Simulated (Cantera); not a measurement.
A closed system holds: 1 mol Cr₂O₃, 0.44 mol H₂, 2.4 mol H₂O, at 1073.15 K and 1.33 mbar.

Equilibrium computed with Cantera from the NASA thermochemical tables; the gas is ideal and each condensed phase is pure. Candidate condensed phases: Cr, Cr₂O₃, H₂O; 13 gas species. The numbers say what is thermodynamically allowed, not how fast it happens.

Base state: H₂O 0.845, H₂ 0.155 (mole fractions); condensed: Cr₂O₃(s).

### Question
What changes in the equilibrium state with this change: temperature from 1073.15 K to 1950 K?

### Answer
```json
[
 {"species": "H₂O", "before": "0.845", "after": "0.828"},
 {"species": "H₂", "before": "0.155", "after": "0.152"},
 {"species": "H", "before": "1.52e-7", "after": "0.0122"},
 {"species": "OH", "before": "3.09e-9", "after": "0.00605"},
 {"species": "CrO₂", "before": "<1e-9", "after": "0.000357"},
 {"species": "O₂", "before": "<1e-9", "after": "0.000851"},
 {"species": "O", "before": "<1e-9", "after": "0.000361"},
 {"species": "Cr₂O₃(s), mol", "before": "1.00", "after": "0.999"}
]
```
